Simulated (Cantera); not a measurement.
Feed: 1 mol SiH₄, 0.16 mol CH₄, 19 mol H₂, held at 0.220 bar.

Equilibrium computed with Cantera from the NASA thermochemical tables; the gas is ideal and each condensed phase is pure. Candidate condensed phases: C, C₆H₆, C₇H₈, C₈H₁₈, Si, SiC; 87 gas species. Mutual solubility and eutectic melting of coexisting phases are not modelled. Gases not in the tables: Si₂H₆ and higher silanes. Kinetics and transport are ignored.

Q: Which condensed phases are stable at each of these points (T (°C)): 1075, 1125, 1175, 1225, 1275, 1325, 1375, 1425, 1475, 1525, 1575, 1625, 1675?

A: 
| T (°C) | condensed phases | Si condensed (%) |
|---|---|---|
| 1075 | Si(s) + SiC(s) | 100.0 |
| 1125 | Si(s) + SiC(s) | 100.0 |
| 1175 | Si(s) + SiC(s) | 100.0 |
| 1225 | Si(s) + SiC(s) | 100.0 |
| 1275 | Si(s) + SiC(s) | 100.0 |
| 1325 | Si(s) + SiC(s) | 100.0 |
| 1375 | Si(s) + SiC(s) | 100.0 |
| 1425 | Si(l) + SiC(s) | 100.0 |
| 1475 | Si(l) + SiC(s) | 99.9 |
| 1525 | Si(l) + SiC(s) | 99.9 |
| 1575 | Si(l) + SiC(s) | 99.8 |
| 1625 | Si(l) + SiC(s) | 99.7 |
| 1675 | Si(l) + SiC(s) | 99.5 |

From 1075 °C to 1375 °C the condensed part is Si(s) + SiC(s). From 1425 °C to 1675 °C the condensed part is Si(l) + SiC(s).
